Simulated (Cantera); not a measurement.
An adiabatic, constant-volume homogeneous reactor starts with 3.00 % CH₄, 16.7 % O₂, 62.6 % N₂, 17.7 % H₂O, equivalence ratio 0.36, at 1648 K and 1.01 bar.

Detailed kinetics in Cantera: GRI-Mech 3.0 (53 species, 325 reactions).

### Question
Predict: time of steepest temperature rise; temperature at 3.00 s; equilibrium temperature; x(O₂) at 3.00 s; x(H₂O) at 3.00 s; x(O) at 3.00 s.

### Answer
time of steepest temperature rise: 0.285 ms
temperature at 3.00 s: 2300 K
equilibrium temperature: 2300 K
x(O₂) at 3.00 s: 0.0998 (gas-phase equilibrium 0.0998)
x(H₂O) at 3.00 s: 0.230 (gas-phase equilibrium 0.230)
x(O) at 3.00 s: 0.00132 (gas-phase equilibrium 0.00132)
